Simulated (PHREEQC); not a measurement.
Model water analysis in mg/kgw, 25 °C, pH 6.38, pe 12.4: Na 0.00677; K 6.83e-08; Ca 0.0758; Mg 0.00367; Cl 0.0645; S(6) as SO4 0.121; Alkalinity as HCO3 0.0162; F 6.06e-05; Pb 0.00252; Br 0.000416.

Valence states are taken as typed.

Model: ion-association model, wateq4f.dat, run in PHREEQC.

| quantity | before | after |
|---|---|---|
| HCO3- (mol/kgw) | 6.59e-7 | 1.19e-6 |
| CO2 (mol/kgw) | 6.16e-7 | 1.11e-6 |
| CaSO4 (mol/kgw) | 4.62e-10 | 4.07e-9 |
| SI of Pb(OH)2 (Pb(OH)2) | -3.33 | -2.86 |
| SI of Cerrusite (PbCO3) | -4.94 | -4.22 |

Q: Name the change that produced these shifts.
A) all concentrations times 3 at the same typed pH
B) K from 6.83e-08 to 3.41e-08 mg/kgw
C) pH from 6.38 to 6.88 at the same alkalinity
D) pH from 6.38 to 5.88 at the same alkalinity

A: A, all concentrations times 3 at the same typed pH

This is a speciation only: nothing precipitates in the calculation.
